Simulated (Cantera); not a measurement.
**Silicon nitride deposition: trisilylamine + N2 + H2**

A closed system holds: 1 mol trisilylamine, a varied amount of N2, 1.5 mol H2, at 823.15 K and 293 Torr.

These are equilibrium values from Cantera (NASA tables, ideal gas, pure condensed phases), not measurements of a reactor. Candidate condensed phases: Si, Si3N4; 18 gas species. The feed counts by its element totals alone. Rates play no part.

From 0.24 mol N2 to 1.2 mol N2 the condensed part is Si(s) + Si3N4(s). At 1.7 mol N2 the condensed part is Si3N4(s).

```
n(N2) (mol)   x H2    x N2     x NH3   x SiH4  n Si(s)  n Si3N4(s)
-----------  -----  ------  --------  -------  -------  ----------
0.24          1.00  <1e-12  4.82e-11  8.79e-8     1.89       0.370
0.33          1.00  <1e-12  4.82e-11  8.79e-8     1.75       0.415
0.46          1.00  <1e-12  4.82e-11  8.79e-8     1.56       0.480
0.64          1.00  <1e-12  4.82e-11  8.79e-8     1.29       0.570
0.89          1.00  <1e-12  4.82e-11  8.79e-8    0.915       0.695
1.2           1.00  <1e-12  4.82e-11  8.79e-8    0.450       0.850
1.7          0.968  0.0322  0.000159   <1e-12        0        1.00
```
x: gas mole fraction; n: condensed amount in mol.
